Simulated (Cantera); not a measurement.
Thermal oxidation and active oxidation of silicon: Si + O₂ + H₂

Input: 1 mol Si, 0.022 mol O₂, 540 mol H₂, at 1873 K.

Cantera equilibrium calculation (NASA polynomials, part measured and part estimated; ideal gas, pure solids and liquids). Candidate condensed phases: H₂O, Si, SiO₂; 18 gas species. Gases not in the tables: Si₂H₆ and higher silanes. The numbers say what is thermodynamically allowed, not how fast it happens.

From 0.100 Pa to 3.20 mbar nothing is condensed. From 24.0 mbar to 10.0 bar the condensed part is Si(l). The main Si-bearing gas is Si at 0.100 Pa and SiO at 10.0 bar.

| P (Pa) | x H₂ | x H | x Si | x SiH | x SiO | x SiH₂ | x SiH₄ | n Si(l) |
|---|---|---|---|---|---|---|---|---|
| 0.100 | 0.529 | 0.469 | 0.00135 | 9.16e-7 | 6.22e-5 | 3.98e-9 | <1e-12 | 0 |
| 0.750 | 0.789 | 0.209 | 0.00158 | 3.58e-6 | 7.28e-5 | 5.20e-8 | <1e-12 | 0 |
| 5.60 | 0.916 | 0.0825 | 0.00168 | 1.12e-5 | 7.80e-5 | 4.80e-7 | <1e-12 | 0 |
| 42 | 0.967 | 0.0310 | 0.00170 | 3.20e-5 | 8.01e-5 | 3.85e-6 | 3.36e-11 | 0 |
| 320 | 0.987 | 0.0113 | 0.00163 | 8.52e-5 | 8.09e-5 | 2.86e-5 | 1.94e-9 | 0 |
| 2400 | 0.995 | 0.00416 | 0.000367 | 5.29e-5 | 8.13e-5 | 4.88e-5 | 2.51e-8 | 0.698 |
| 18000 | 0.998 | 0.00152 | 4.90e-5 | 1.94e-5 | 8.14e-5 | 4.90e-5 | 1.89e-7 | 0.892 |
| 130000 | 0.999 | 0.000566 | 6.78e-6 | 7.20e-6 | 8.13e-5 | 4.90e-5 | 1.37e-6 | 0.921 |
| 1000000 | 1.000 | 0.000204 | 8.82e-7 | 2.60e-6 | 8.07e-5 | 4.90e-5 | 1.05e-5 | 0.922 |
x: gas mole fraction; n: condensed amount in mol.
